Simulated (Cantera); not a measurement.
**Reactions in the system H-Pb-S**

Standard-state values (1 bar) from the NASA 1993 polynomials, evaluated with Cantera. Values are per mole of reaction as written; species without (g) are pure solids or liquids, kept so even where they would boil at 1 bar.

PbS + H₂(g) → H₂S(g) + Pb

| T (K) | ΔH° (kJ) | ΔS° (J/K) | ΔG° (kJ) | log10 K | condensed phases |
|---|---|---|---|---|---|
| 300 | 77.8 | 48.4 | 63.3 | -11.01 | PbS(s), Pb(s) |
| 500 | 74.5 | 40.1 | 54.5 | -5.69 | PbS(s), Pb(s) |
| 525 | 74.2 | 39.4 | 53.5 | -5.32 | PbS(s), Pb(s) |
| 550 | 73.8 | 38.7 | 52.5 | -4.99 | PbS(s), Pb(s) |
| 575 | 73.5 | 38.1 | 51.6 | -4.69 | PbS(s), Pb(s) |
| 600 | 73.1 | 37.5 | 50.6 | -4.41 | PbS(s), Pb(s) |
| 625 | 77.7 | 45.1 | 49.5 | -4.14 | PbS(s), Pb(l) |
| 650 | 77.4 | 44.6 | 48.4 | -3.89 | PbS(s), Pb(l) |
| 675 | 77.1 | 44.1 | 47.3 | -3.66 | PbS(s), Pb(l) |
